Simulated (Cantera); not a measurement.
## BF3 + H2O + N2 + O2 (boron, boron nitride and boron oxide)

Charge: 1 mol BF3, 9 mol H2O, 4.6 mol N2, 0.072 mol O2, held at 0.100 bar.

Cantera equilibrium calculation (NASA polynomials, part measured and part estimated; ideal gas, pure solids and liquids). Candidate condensed phases: B, BN, B2O3, B3O3H3, H2O; 62 gas species. Rates play no part.

| T (K) | x H2O | x N2 | x HF | x HBO2 | x H2 | x BOF | x OH | x O2 |
|---|---|---|---|---|---|---|---|---|
| 2150 | 0.454 | 0.290 | 0.161 | 0.0335 | 0.0129 | 0.0284 | 0.00689 | 0.00853 |
| 2175 | 0.451 | 0.289 | 0.161 | 0.0334 | 0.0146 | 0.0283 | 0.00775 | 0.00909 |
| 2200 | 0.448 | 0.289 | 0.161 | 0.0333 | 0.0164 | 0.0282 | 0.00869 | 0.00971 |
| 2225 | 0.445 | 0.288 | 0.160 | 0.0331 | 0.0184 | 0.0282 | 0.00973 | 0.0104 |
| 2250 | 0.441 | 0.288 | 0.160 | 0.0329 | 0.0205 | 0.0281 | 0.0109 | 0.0111 |
| 2275 | 0.436 | 0.287 | 0.160 | 0.0327 | 0.0228 | 0.0280 | 0.0121 | 0.0118 |
| 2300 | 0.432 | 0.286 | 0.159 | 0.0325 | 0.0252 | 0.0279 | 0.0134 | 0.0126 |
| 2325 | 0.427 | 0.285 | 0.159 | 0.0322 | 0.0278 | 0.0278 | 0.0149 | 0.0135 |
| 2350 | 0.422 | 0.284 | 0.159 | 0.0320 | 0.0305 | 0.0277 | 0.0164 | 0.0144 |
| 2375 | 0.416 | 0.283 | 0.158 | 0.0317 | 0.0334 | 0.0276 | 0.0181 | 0.0153 |
x: gas mole fraction; nothing condenses.

From 2150 K to 2375 K nothing is condensed. The main B-bearing gas is HBO2 throughout.
